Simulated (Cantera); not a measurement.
What does this Cantera script print?

```python
import numpy as np
import cantera as ct

gas_names = """
    C CN CO CO2 C2 CCN CNC C2N2 C2O C3 C3O2 C4 C4N2 C5 N NCO NO NO2 NO3 N2 N2O O O2 O3 Si SiC SiC2 SiN
    SiO SiO2 Si2 Si2C Si2N Si3
""".split()
cond_names = """
    C(gr) Si(cr) Si(L) SiC(b) SiO2(Lqz) SiO2(hqz) SiO2(L) Si2N2O(s) Si3N4(a)
""".split()


def load(file, names, dense=False):
    # The tables refer to 1 bar. Condensed volumes are neglected.
    table = {s.name: s for s in ct.Species.list_from_file(file)}
    out = []
    for n in names:
        d = dict(table[n].input_data)
        d["thermo"] = dict(d["thermo"], **{"reference-pressure": 1e5})
        if dense:
            d["equation-of-state"] = {"model": "constant-volume", "density": "1e6 g/cm^3"}
        out.append(ct.Species.from_dict(d))
    return out


gas = ct.Solution(thermo="ideal-gas", species=load("nasa_gas.yaml", gas_names))
cond = {s.name: ct.Solution(thermo="fixed-stoichiometry", species=[s], name=s.name)
        for s in load("nasa_condensed.yaml", cond_names, dense=True)}
atoms = {
    'Si': {'Si': 1},
    'CO2': {'C': 1, 'O': 2},
    'N2': {'N': 2},
}
top_T = {'C(gr)': 4500, 'SiC(b)': 3050, 'Si2N2O(s)': 2100, 'Si3N4(a)': 2400}  # K; cautious upper limits of use, not melting points


def equilibrate(T, P, feed):
    n = {}
    for name, mol in feed.items():
        for a, k in atoms[name].items():
            n[a] = n.get(a, 0.0) + k * mol
    gas.TPX = T, P, n
    mass = sum(n.values()) * gas.mean_molecular_weight
    gas.equilibrate("TP")
    valid = [c for c in cond.values() if c.min_temp <= T <= top_T.get(c.name, c.max_temp)]
    mix = ct.Mixture([(gas, mass / gas.mean_molecular_weight)] + [(c, 0.0) for c in valid])
    mix.T, mix.P = T, P
    mix.equilibrate("TP", solver="vcs", rtol=1e-11, max_steps=5000)
    return mix


results = []
feed = {'Si': 1, 'CO2': 0.31, 'N2': 220}  # mol
P = 30  # Pa
for T in [1398, 1448, 1498, 1548, 1598, 1648, 1698, 1748]:
    mix = equilibrate(T, P, feed)
    results.append((T, P, feed, dict(zip(mix.species_names, mix.species_moles))))
    x = sorted(zip(gas.X, gas.species_names), reverse=True)
    print(f"T = {T:g} K  P = {P:g} Pa  gas = {mix.phase_moles(0):.4g} mol")
    print("   x: " + "  ".join(f"{s} {v:.3e}" for v, s in x if v > 1e-05))
    print("   condensed (mol): " + ("  ".join(f"{mix.phase(i).name} {mix.phase_moles(i):.4g}"
          for i in range(1, mix.n_phases) if mix.phase_moles(i) > 1e-12) or "none"))
```

It prints:

```
T = 1398 K  P = 30 Pa  gas = 219.8 mol
   x: N2 9.991e-01  CO 8.062e-04  SiO 8.417e-05
   condensed (mol): SiC(b) 0.1328  Si2N2O(s) 0.4243
T = 1448 K  P = 30 Pa  gas = 219.9 mol
   x: N2 9.989e-01  CO 7.056e-04  SiO 3.858e-04
   condensed (mol): SiC(b) 0.1549  Si2N2O(s) 0.38
T = 1498 K  P = 30 Pa  gas = 220.2 mol
   x: N2 9.980e-01  SiO 1.467e-03  CO 4.857e-04
   condensed (mol): SiC(b) 0.203  Si2N2O(s) 0.19  Si3N4(a) 0.03058
T = 1548 K  P = 30 Pa  gas = 220.5 mol
   x: N2 9.971e-01  SiO 2.532e-03  CO 2.798e-04  Si 5.707e-05
   condensed (mol): SiC(b) 0.2483  Si3N4(a) 0.06004
T = 1598 K  P = 30 Pa  gas = 220.7 mol
   x: N2 9.969e-01  SiO 2.703e-03  Si 3.047e-04  CO 1.071e-04
   condensed (mol): SiC(b) 0.2862  Si3N4(a) 0.01503
T = 1648 K  P = 30 Pa  gas = 220.8 mol
   x: N2 9.965e-01  SiO 2.615e-03  Si 6.648e-04  CO 1.930e-04  Si2N 1.132e-05
   condensed (mol): SiC(b) 0.2668
T = 1698 K  P = 30 Pa  gas = 220.9 mol
   x: N2 9.960e-01  SiO 2.361e-03  Si 1.160e-03  CO 4.459e-04  SiN 1.222e-05  Si2N 1.172e-05
   condensed (mol): SiC(b) 0.21
T = 1748 K  P = 30 Pa  gas = 221.1 mol
   x: N2 9.952e-01  Si 1.982e-03  SiO 1.938e-03  CO 8.666e-04  SiN 1.777e-05  Si2C 1.583e-05  Si2N 1.238e-05
   condensed (mol): SiC(b) 0.1149
```

Cantera equilibrium calculation (NASA polynomials, part measured and part estimated; ideal gas, pure solids and liquids). N2 is the only nitrogen source here; it is nearly inert below about 1500 K, so the nitride shown seldom forms there in practice. Mutual solubility and eutectic melting of coexisting phases are not modelled. The tables' values for SiN are old estimates; treat these amounts as uncertain.
